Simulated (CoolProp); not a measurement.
Methanol along the isotherm 346.85 °C: Z from the reference equation and from simpler models built on Tc = 240.2 °C, pc = 82.16 bar, ω = 0.565; each cubic takes its own stable root.

Values from CoolProp's reference Helmholtz-energy equation of state, de Reuck 1993.

| p (bar) | phase | reference | Redlich-Kwong | Soave-Redlich-Kwong |
|---|---|---|---|---|
| 1.3 | gas | 0.9974 | 0.9969 | 0.9976 |
| 2.96 | gas | 0.9941 | 0.9930 | 0.9946 |
| 6.73 | gas | 0.9864 | 0.9839 | 0.9877 |
| 15.3 | gas | [?] | [?] | 0.9720 |
| 34.8 | gas | 0.9263 | 0.9148 | 0.9363 |
| 79.3 | gas | 0.8307 | [?] | 0.8566 |
| 181 | supercritical | [?] | 0.5781 | [?] |
| 411 | supercritical | 0.5927 | [?] | 0.8290 |

What belongs in the gaps?


- 15.3, reference: 0.9685
- 15.3, Redlich-Kwong: 0.9632
- 79.3, Redlich-Kwong: 0.7982
- 181, reference: 0.6328
- 181, Soave-Redlich-Kwong: 0.7252
- 411, Redlich-Kwong: 0.7348
